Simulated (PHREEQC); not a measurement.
Solution (20 °C): 0.053 mol CuSO4 and 0.00047 mol H2SO4 per kg of water. Closed to the air; pH follows from the charge balance.

Model: ion-association model, wateq4f.dat, run in PHREEQC.

No solid was allowed to form.

Q: Estimate the pH.

A: pH 3.41.

Q: In which forms is Cu present?

A: Cu+2 56 %, CuSO4 44 % of the Cu.
